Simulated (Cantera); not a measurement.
Input: 1 mol Cr₂O₃, 2000 mol H₂, at 27000 Pa.

Equilibrium computed with Cantera from the NASA thermochemical tables; the gas is ideal and each condensed phase is pure. Candidate condensed phases: Cr, Cr₂O₃, H₂O; 13 gas species. Rates play no part. All values below are at 975 K.

Base state: H₂ 1.000 (mole fractions); condensed: Cr(s) + Cr₂O₃(s).

What changes in the equilibrium state with this change: Cr₂O₃ replaced by V₂O₅?


| species | before | after |
|---|---|---|
| H₂ | 1.000 | 0.999 |
| H₂O | 5.58e-6 | 0.00100 |
| Cr(s), mol | 0.00743 | 0 |
| Cr₂O₃(s), mol | 0.996 | 0 |
| V₂O₃(s), mol | 0 | 1.00 |
Condensed phases not in the tables: the oxides between V₂O₃ and V₂O₅ other than VO₂. Further candidate phases: V, VO, V₂O₃, V₂O₄, V₂O₅.
